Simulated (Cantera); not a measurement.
# Ammonia decomposition in nitride growth gas

An isothermal, constant-pressure homogeneous reactor starts with 7.14 % NH₃, 92.9 % H₂, at 1700 K and 101000 Pa.

Computed with Cantera and the gas-phase N/H chemistry of the illustrative SiF4/NH3 mechanism in the Surface Chemkin manual (1991). Walls and surfaces, which speed up NH3 decomposition in real reactors, are not modelled.

```
t (s)       x NH₃   x H₂      x NH    x N₂H₄    x N₂H₂    x NH₂
--------  -------  -----  --------  --------  --------  -------
0.000300   0.0714  0.929  9.21e-10  2.39e-11  4.21e-11  1.69e-6
0.00133    0.0714  0.929   1.72e-8  4.46e-10  9.07e-10  7.28e-6
0.00591    0.0714  0.928   1.51e-7   3.90e-9   1.01e-8  2.15e-5
0.0262     0.0712  0.929   1.91e-7   4.93e-9   1.32e-8  2.42e-5
0.116      0.0705  0.929   1.89e-7   4.84e-9   1.30e-8  2.40e-5
0.516      0.0673  0.931   1.82e-7   4.45e-9   1.19e-8  2.30e-5
2.29       0.0558  0.937   1.57e-7   3.17e-9   8.50e-9  1.94e-5
10.2       0.0310  0.950   9.41e-8   1.06e-9   2.84e-9  1.12e-5
45.1      0.00987  0.961   3.23e-8  1.15e-10  3.11e-10  3.70e-6
200       0.00238  0.965   7.98e-9  6.87e-12  1.86e-11  9.04e-7
```
x: mole fraction; the columns are a selection and need not sum to one.

Equilibrium at this temperature and pressure: NH₃ 6.33e-6, H₂ 0.967, NH 2.13e-11, N₂H₄ <1e-12, N₂H₂ <1e-12, NH₂ 2.41e-9 (gas phase only).
